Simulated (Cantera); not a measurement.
Input: 1 mol Al(CH3)3, 2.6 mol N2O, 14 mol N2, equilibrated at 1223 K and 3.90 mbar.

Cantera equilibrium calculation (NASA polynomials, part measured and part estimated; ideal gas, pure solids and liquids). Candidate condensed phases: Al, AlN, Al2O3, C, C6H6, C7H8, C8H18, H2O; 148 gas species. The feed counts by its element totals alone. Equilibrium is a limit: real reactors are often held back by kinetics, nucleation or transport.

Base state: N2 0.748, H2 0.203, CO 0.0495, HCN 3.73e-5 (mole fractions); condensed: Al2O3(s) + C(graphite).

Q: What changes in the equilibrium state with this change: temperature from 1223 K to 750 K?

A: 
```
species            before     after
----------------  -------  --------
N2                  0.748     0.753
H2                  0.203     0.200
CO                 0.0495    0.0401
CO2               1.32e-7   0.00349
HCN               3.73e-5   9.51e-9
H2O               7.87e-7   0.00285
CH4               2.13e-6  0.000499
Al2O3(s), mol       0.500     0.500
C(graphite), mol     1.90      2.03
```

Q: What changes in the equilibrium state with this change: 0.58 mol H2O added?

A: 
```tsv
species	before	after
N2	0.748	0.711
H2	0.203	0.217
CO	0.0495	0.0719
HCN	3.73e-5	3.76e-5
Al2O3(s), mol	0.500	0.500
C(graphite), mol	1.90	1.32
```
